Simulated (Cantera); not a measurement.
Feed: 1 mol TEOS, 3.9 mol N2O, 6.7 mol O2, at 1100 °C and 7.50 Torr.

Method: chemical equilibrium by Gibbs-energy minimisation in Cantera with the NASA 1993 tables (ideal gas, pure condensed phases). Candidate condensed phases: C, C6H6, C7H8, C8H18, H2O, Si, SiC, SiO2, Si2N2O, Si3N4; 151 gas species. The feed counts by its element totals alone. The tables hold silica as quartz up to 1696 K and as liquid above; real silica turns to tridymite and cristobalite and melts near 1996 K. The numbers say what is thermodynamically allowed, not how fast it happens.

Base state: H2O 0.321, CO2 0.195, N2 0.178, CO 0.170, H2 0.136, H 1.23e-5 (mole fractions); condensed: SiO2(β-quartz).

Problem. What changes in the equilibrium state with this change: O2 from 6.7 to 0.19 mol?

Solution. 
| species | before | after |
|---|---|---|
| H2 | 0.136 | 0.472 |
| CO | 0.170 | 0.367 |
| N2 | 0.178 | 0.160 |
| H2O | 0.321 | 8.11e-6 |
| CO2 | 0.195 | 3.06e-6 |
| SiO | 1.30e-9 | 2.32e-5 |
| HCN | <1e-9 | 0.000109 |
| CH4 | <1e-9 | 1.12e-5 |
| H | 1.23e-5 | 2.29e-5 |
| SiO2(β-quartz), mol | 1.00 | 0 |
| C(graphite), mol | 0 | 0.218 |
| Si2N2O(s), mol | 0 | 0.500 |
